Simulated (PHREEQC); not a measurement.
A solution holds 0.0035 mol NH4F and 5.6e-06 mol Na2SiF6 per kg of water, at 92 °C. Closed to the air; pH follows from the charge balance.

Computed with PHREEQC (ion-association model, phreeqc.dat).

Each row changes one thing in this solution. This is a speciation only: nothing precipitates in the calculation.

| case | pH | HF (mol/kgw) | NH3 (mol/kgw) | HF2- (mol/kgw) | H3SiO4- (mol/kgw) | SI of Quartz (SiO2) |
|---|---|---|---|---|---|---|
| as made | 5.57 | 5.01e-5 | 3.12e-5 | 7.16e-7 | 1.58e-9 | -2.08 |
| Na2SiF6 from 5.6e-06 to 5.6e-07 mol/kgw | [?] | 3.92e-5 | 3.96e-5 | 5.57e-7 | 2.01e-10 | -3.08 |
| NH4F from 0.0035 to 0.035 mol/kgw | 5.69 | 0.000328 | 0.000355 | 4.66e-5 | 2.39e-9 | -2.07 |
| NH4F from 0.0035 to 0.00525 mol/kgw | [?] | 6.82e-5 | 4.98e-5 | 1.46e-6 | 1.74e-9 | -2.08 |
| diluted 100-fold with water | 5.94 | 2.28e-7 | 7.80e-7 | 3.29e-11 | 3.50e-11 | [?] |
| diluted 2-fold with water | 5.58 | 2.49e-5 | 1.64e-5 | 1.77e-7 | 7.99e-10 | -2.38 |
| temperature from 92 to 25 °C | 5.42 | 1.86e-5 | 4.94e-7 | 2.51e-7 | 2.33e-10 | -1.27 |

### Question
Some entries are withheld; supply them.

### Answer

- Na2SiF6 from 5.6e-06 to 5.6e-07 mol/kgw, pH: 5.67
- NH4F from 0.0035 to 0.00525 mol/kgw, pH: 5.60
- diluted 100-fold with water, SI of Quartz (SiO2): -4.08

Away from 25 °C the constants follow the database's enthalpies or fits; those with neither stay at their 25 °C values. SiF6-2 is the database's only silicon fluoride.
